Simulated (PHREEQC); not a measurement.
Consider water at 25 °C with 6.1 mmol/kgw Ca(OH)2. Closed to the air; pH follows from the charge balance.

All values are PHREEQC results (ion-association model, phreeqc.dat), not measurements.

The pH comes out as 12.00 and the ionic strength is 0.0170 mol/kgw. The total alkalinity comes out as 12.2 meq/kg.

```tsv
species	molality	activity	log γ
OH-	0.0116	0.0101	-0.058
Ca+2	0.00547	0.00332	-0.216
CaOH+	0.000628	0.000552	-0.056
```

This is a speciation only: nothing precipitates in the calculation.
